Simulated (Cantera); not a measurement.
**Equilibrium for fluorocarbon and chlorocarbon gases: CH₂F₂ + CH₄**

Feed: 1 mol CH₂F₂, a varied amount of CH₄, equilibrated at 2925 K and 0.340 bar.

Equilibrium computed with Cantera from the NASA thermochemical tables; the gas is ideal and each condensed phase is pure. Candidate condensed phases: C, C₆H₆, C₇H₈, C₈H₁₈; 95 gas species. Kinetics and transport are ignored.

| n(CH₄) (mol) | log p HF | log p H₂ | log p H | log p C₂H₂ (acetylene) | log p F | log p C₂H | n C(graphite) |
|---|---|---|---|---|---|---|---|
| 0.069 | -0.51 | -1.85 | -1.83 | -3.15 | -2.76 | -3.94 | 1.05 |
| 0.15 | -0.55 | -1.51 | -1.66 | -2.81 | -2.96 | -3.78 | 1.12 |
| 0.23 | -0.58 | -1.34 | -1.57 | -2.64 | -3.08 | -3.69 | 1.19 |
| 0.31 | -0.61 | -1.23 | -1.52 | -2.53 | -3.17 | -3.64 | 1.25 |
| 0.39 | -0.64 | -1.15 | -1.48 | -2.45 | -3.23 | -3.60 | 1.32 |
| 0.47 | -0.66 | -1.09 | -1.45 | -2.39 | -3.29 | -3.57 | 1.38 |
| 0.55 | -0.69 | -1.04 | -1.43 | -2.35 | -3.34 | -3.54 | 1.45 |
| 0.63 | -0.71 | -1.00 | -1.41 | -2.31 | -3.38 | -3.52 | 1.51 |
| 0.71 | -0.73 | -0.97 | -1.39 | -2.27 | -3.42 | -3.51 | 1.58 |
| 0.78 | -0.75 | -0.95 | -1.38 | -2.25 | -3.45 | -3.49 | 1.64 |
| 0.86 | -0.77 | -0.92 | -1.37 | -2.23 | -3.48 | -3.48 | 1.70 |
log p: log10 of the partial pressure in bar; n: condensed amount in mol.

From 0.069 mol CH₄ to 0.86 mol CH₄ the condensed part is C(graphite). The main C-bearing gas is C₂H₂ (acetylene) throughout. The share of C in condensed phases is highest at 0.069 mol CH₄ (98.6 %) and lowest at 0.86 mol CH₄ (91.4 %).
